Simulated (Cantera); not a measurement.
**Equilibrium for silicon epitaxy and polysilicon growth: SiHCl₃ + HCl + H₂**

Charge: 1 mol SiHCl₃, 1.5 mol HCl, 90 mol H₂, held at 0.100 bar.

These are equilibrium values from Cantera (NASA tables, ideal gas, pure condensed phases), not measurements of a reactor. Candidate condensed phases: Si; 19 gas species. The tables' values for SiCl₃ are old estimates; treat these amounts as uncertain. Kinetics and transport are ignored.

```tsv
T (K)	x H₂	x HCl	x SiCl₄	x SiCl₂	x SiHCl₃	x SiCl₃	x SiH₂Cl₂	n Si(s)
873	0.981	0.00782	0.00846	2.61e-6	0.00227	1.94e-5	5.57e-5	0
973	0.979	0.00988	0.00665	8.97e-5	0.00371	0.000144	0.000216	0
1073	0.973	0.0175	0.00464	0.000614	0.00316	0.000422	0.000251	0.158
1173	0.965	0.0283	0.00219	0.00188	0.00174	0.000647	0.000178	0.381
1273	0.959	0.0354	0.000576	0.00338	0.000624	0.000546	9.34e-5	0.512
1373	0.957	0.0376	0.000109	0.00426	0.000175	0.000316	4.16e-5	0.542
1473	0.957	0.0379	2.14e-5	0.00472	5.08e-5	0.000172	1.89e-5	0.534
1573	0.957	0.0377	4.98e-6	0.00503	1.68e-5	9.75e-5	9.30e-6	0.517
```
x: gas mole fraction; n: condensed amount in mol.

From 873 K to 973 K nothing is condensed. From 1073 K to 1573 K the condensed part is Si(s). The main Si-bearing gas is SiCl₄ at 873 K and SiCl₂ at 1573 K.
